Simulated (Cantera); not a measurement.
What does this Cantera script print?

```python
import numpy as np
import cantera as ct

gas_names = """
    H H2 H2S N NH NH2 NH3 N2 N2H2 N2H4 S SH SN S2 S8
""".split()
cond_names = """
    S(cr1) S(cr2) S(L)
""".split()


# ... load() reads the species with a 1 bar reference pressure and builds the phases ...
atoms = {
    'S': {'S': 1},
    'H2': {'H': 2},
    'N2': {'N': 2},
}
top_T = {}  # K; cautious upper limits of use, not melting points


# ... equilibrate(T, P, feed) seeds the gas with the atoms and calls Mixture.equilibrate('TP', solver="vcs", rtol=1e-11, max_steps=5000) ...
results = []
feed = {'S': 1, 'H2': 0.16, 'N2': 0.76}  # mol
P = 7900000  # Pa
for T in [1400, 1600, 1800, 2000, 2200, 2400, 2600, 2800, 3000, 3200]:
    mix = equilibrate(T, P, feed)
    results.append((T, P, feed, dict(zip(mix.species_names, mix.species_moles))))

top = {s: max(r[3][s] / sum(r[3][g] for g in gas_names) for r in results) for s in gas_names}
cols = sorted((s for s in top if top[s] > 1e-06), key=lambda s: -top[s])[:8]
seen = [c for c in cond_names if any(r[3].get(c, 0) > 1e-12 for r in results)]
print("log10 of partial pressures in bar; condensed amounts in mol")
print(f"{'T/K':>10s}" + "".join(f"{s[:9]:>10s}" for s in cols + seen))
for T, P, feed, n in results:
    ng = sum(n[g] for g in gas_names)
    print(f"{T:10.4g}" + "".join(f"{np.log10(max(n[s] / ng * P / 1e5, 1e-99)):10.3f}" for s in cols)
          + "".join(f"{n.get(c, 0):10.4g}" for c in seen))
```

Output:

```
log10 of partial pressures in bar; condensed amounts in mol
       T/K        N2        S2       H2S        H2        SH         S         H        SN
      1400     1.650     1.395     0.959    -0.524    -1.540    -4.233    -5.575    -5.243
      1600     1.649     1.398     0.934    -0.128    -0.994    -3.219    -4.329    -4.307
      1800     1.647     1.401     0.891     0.156    -0.582    -2.429    -3.368    -3.580
      2000     1.644     1.404     0.829     0.355    -0.266    -1.795    -2.611    -2.998
      2200     1.641     1.406     0.751     0.491    -0.022    -1.277    -2.004    -2.523
      2400     1.638     1.406     0.662     0.581     0.168    -0.845    -1.508    -2.128
      2600     1.635     1.404     0.565     0.637     0.318    -0.481    -1.097    -1.796
      2800     1.632     1.398     0.464     0.668     0.435    -0.170    -0.753    -1.514
      3000     1.628     1.388     0.359     0.681     0.527     0.097    -0.461    -1.273
      3200     1.623     1.374     0.252     0.679     0.598     0.328    -0.212    -1.066
```

These are equilibrium values from Cantera (NASA tables, ideal gas, pure condensed phases), not measurements of a reactor. The ideal-gas law is rough above about 30 bar.
